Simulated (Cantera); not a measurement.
Mixture: CH3OH : O2 : N2 = 1 : 0.714 : 4.07 (molar parts), equivalence ratio 2.1, at 21800 Torr, adiabatic and at constant pressure. Ignition delay is the time to a rise of 400 K.

Cantera simulation using GRI-Mech 3.0 (53 species, 325 reactions); the numbers are that mechanism's predictions, not measurements. GRI-Mech 3.0 was tuned for natural gas; its chemistry of methanol as a main component is partial and can be far from experiment. The pressure lies above the range GRI-Mech 3.0 was tuned for (to about 10 atm).

Problem. Predict: delay at 1200 K; delay at 1275 K; delay at 1350 K; delay at 1425 K; delay at 1500 K; delay at 1575 K; apparent activation energy between 1425 and 1575 K.

Solution. 
| Quantity | Result |
|---|---|
| delay at 1200 K | 0.669 ms |
| delay at 1275 K | 0.202 ms |
| delay at 1350 K | 70.9 µs |
| delay at 1425 K | 28.3 µs |
| delay at 1500 K | 12.7 µs |
| delay at 1575 K | 6.33 µs |
| apparent activation energy between 1425 and 1575 K | 190 kJ/mol |
